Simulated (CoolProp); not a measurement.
Vapour pressure (MPa) of C2F6 (R116): the reference equation beside estimates from Tc = 293.0 K, pc = 3.048 MPa, ω = 0.257. Clausius-Clapeyron is anchored at 220.7 K with a constant enthalpy of vaporisation of 14.45 kJ/mol.

Computed with CoolProp (reference Helmholtz-energy equation of state, Lemmon 2006). It is a short technical equation, of lower accuracy than the large ones.

```tsv
T (K)	reference	Lee-Kesler	Clausius-Clapeyron	van der Waals	Redlich-Kwong	Peng-Robinson
210.8	0.2197	0.2202	0.2318	0.7012	0.3342	0.2187
214.1	0.2543	0.2551	0.2632	0.7575	0.3787	0.2531
217.4	0.2928	0.2939	0.2977	0.8166	0.4273	0.2914
220.7	0.3356	0.3371	0.3356	0.8786	0.4801	0.3340
224	0.3829	0.3848	0.3768	0.9435	0.5374	0.3812
227.3	0.4350	0.4373	0.4218	1.011	0.5993	0.4333
230.6	0.4923	0.4950	0.4705	1.082	0.6660	0.4907
233.9	0.5551	0.5581	0.5233	1.156	0.7377	0.5536
237.2	0.6236	0.6269	0.5803	1.233	0.8145	0.6223
240.5	0.6982	0.7018	0.6417	1.314	0.8966	0.6973
243.8	0.7793	0.7831	0.7076	1.397	0.9843	0.7790
247.1	0.8671	0.8711	0.7783	1.484	1.078	0.8675
```

Absolute difference from the reference over all 12 rows, mean and median: Lee-Kesler 0.5 and 0.5 %, Clausius-Clapeyron 5.0 and 5.0 %, van der Waals 133.4 and 126.1 %, Redlich-Kwong 37.2 and 36.5 %, Peng-Robinson 0.3 and 0.4 %.
